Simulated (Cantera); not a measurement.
Charge: 1 mol Fe3O4, 1 mol C, 0.57 mol CO, equilibrated at 1700 K and 1 atm.

Equilibrium computed with Cantera from the NASA thermochemical tables; the gas is ideal and each condensed phase is pure. Candidate condensed phases: C, Fe, Fe(CO)5, FeO, Fe2O3, Fe3O4; 15 gas species. Mutual solubility and eutectic melting of coexisting phases are not modelled. The tables' stoichiometric FeO is somewhat more stable than real wüstite, so its field is too wide. FeO: taken at fixed stoichiometry. Equilibrium is a limit: real reactors are often held back by kinetics, nucleation or transport.

Base state: CO 0.879, CO2 0.121 (mole fractions); condensed: Fe(δ) + FeO(l).

Task: What changes in the equilibrium state with this change: C from 1 to 6 mol?

Result: 
| species | before | after |
|---|---|---|
| CO | 0.879 | 1.000 |
| CO2 | 0.121 | 0.000143 |
| Fe(δ), mol | 0.189 | 3.00 |
| FeO(l), mol | 2.81 | 0 |
| C(graphite), mol | 0 | 2.00 |
Iron dissolves carbon and melts from about 1420 K in contact with it, which pure phases cannot show. Condensed phases not in the tables: cementite and carbon dissolved in iron.
